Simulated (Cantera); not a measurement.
A closed system holds: 1 mol Si, 3.7 mol HF, held at 623.15 K and 0.0285 Torr.

Cantera equilibrium calculation (NASA polynomials, part measured and part estimated; ideal gas, pure solids and liquids). Candidate condensed phases: Si; 25 gas species. Equilibrium is a limit: real reactors are often held back by kinetics, nucleation or transport.

Base state: H2 0.666, SiF4 0.332, SiHF3 0.00166 (mole fractions); condensed: Si(s).

### Question
What changes in the equilibrium state with this change: temperature from 623.15 K to 823 K?

### Answer
```json
[
 {"species": "H2", "before": "0.666", "after": "0.666"},
 {"species": "SiF4", "before": "0.332", "after": "0.332"},
 {"species": "SiHF3", "before": "0.00166", "after": "0.00236"},
 {"species": "SiF3", "before": "4.03e-7", "after": "0.000141"},
 {"species": "Si(s), mol", "before": "0.0738", "after": "0.0733"}
]
```
The tables' values for SiF3 are old estimates; treat these amounts as uncertain.
